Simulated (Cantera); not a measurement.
## Ignition delay

Mixture: 10.7 % CO, 10.4 % H₂, 3.73 % CH₄, 10.6 % O₂, 64.6 % N₂, equivalence ratio 1.7, at 690 Torr, adiabatic and at constant volume. Ignition delay is the time to a rise of 400 K.

Computed with Cantera and GRI-Mech 3.0 (53 species, 325 reactions).

```csv
T0 (K),delay (ms)
1200,0.418
1300,0.201
1400,0.111
1500,0.0691
1600,0.0464
1700,0.0329
1800,0.0241
1900,0.0181
```

```
Item                                                   Result
--------------------------------------------------  ---------
apparent activation energy between 1700 and 1900 K  80 kJ/mol
```
